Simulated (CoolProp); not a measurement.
Vapour-liquid equilibrium of n-pentane (1) + toluene (2) at 341.7 K; x and y are mole fractions of (1).

Values from CoolProp's multi-fluid Helmholtz-energy mixture model, Thol 2019 and Lemmon 2006; pair parameters Bell 2016.

```
x      bubble pressure (MPa)  y at the bubble point  dew pressure at overall composition x (MPa)  liquid density (mol/L)
-----  ---------------------  ---------------------  -------------------------------------------  ----------------------
0.05                 0.04415                  0.439                                      0.02705                   8.871
0.125                0.06902                  0.663                                      0.02924                   8.813
0.2                  0.09120                  0.761                                      0.03181                   8.752
0.275                 0.1112                  0.818                                      0.03487                   8.689
0.35                  0.1296                  0.855                                      0.03858                   8.625
0.425                 0.1468                  0.882                                      0.04316                   8.559
0.5                   0.1631                  0.904                                      0.04897                   8.490
0.575                 0.1790                  0.922                                      0.05655                   8.419
0.65                  0.1946                  0.938                                      0.06685                   8.346
0.725                 0.2103                  0.952                                      0.08159                   8.271
0.8                   0.2263                  0.966                                       0.1042                   8.192
0.875                 0.2429                  0.979                                       0.1418                   8.112
0.95                  0.2604                  0.991                                       0.2079                   8.028
```

No azeotrope shows between x = 0.05 and 0.95.

The pair parameters rest on a limited set of measurements; away from them the model extrapolates.
